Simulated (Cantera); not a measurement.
## Ignition delay

Mixture: 2.44 % CH4, 0.488 % C2H6, 12.0 % O2, 77.8 % N2, 3.90 % H2O, 3.41 % H2, equivalence ratio 0.69, at 1.00 bar, adiabatic and at constant volume. Ignition delay is the time to a rise of 400 K.

Detailed kinetics in Cantera: GRI-Mech 3.0 (53 species, 325 reactions).

```json
[
 {"T0 (K)": "1100", "delay (ms)": "4.14"},
 {"T0 (K)": "1200", "delay (ms)": "0.892"},
 {"T0 (K)": "1300", "delay (ms)": "0.333"},
 {"T0 (K)": "1400", "delay (ms)": "0.154"},
 {"T0 (K)": "1500", "delay (ms)": "0.0807"},
 {"T0 (K)": "1600", "delay (ms)": "0.0469"},
 {"T0 (K)": "1700", "delay (ms)": "0.0295"}
]
```

The apparent activation energy between 1500 and 1700 K comes out as 110 kJ/mol.
